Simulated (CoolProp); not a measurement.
The fluid at 594.64 K and 0.134 MPa flows at 0.099 m/s in a round tube of 50 mm bore and 15 µm roughness, fully developed (64/Re and Nu = 3.66 if laminar; Colebrook and Gnielinski if turbulent). The same conditions are run with several fluids, on thermodynamics alone (safety and materials aside).

The numbers come from the reference Helmholtz-energy equation of state of each fluid (toluene: Lemmon 2006; carbon dioxide: Span 1996; p-xylene: Zhou 2012; ethane: Bücker 2006) in CoolProp.

Question: Rank toluene, carbon dioxide, p-xylene, ethane by Reynolds number, highest first.

Answer: p-xylene (1140), toluene (920), ethane (237), carbon dioxide (213)

| fluid | Darcy friction factor | pressure drop (Pa/m) | heat-transfer coefficient (W/(m² K)) | mass flow (kg/h) |
|---|---|---|---|---|
| toluene | 0.0696 | 0.0172 | 2.96 | 1.77 |
| carbon dioxide | 0.300 | 0.0351 | 2.97 | 0.835 |
| p-xylene | 0.0560 | 0.0160 | 3.01 | 2.05 |
| ethane | 0.270 | 0.0216 | 5.29 | 0.571 |

Transport values come from each fluid's own correlations.
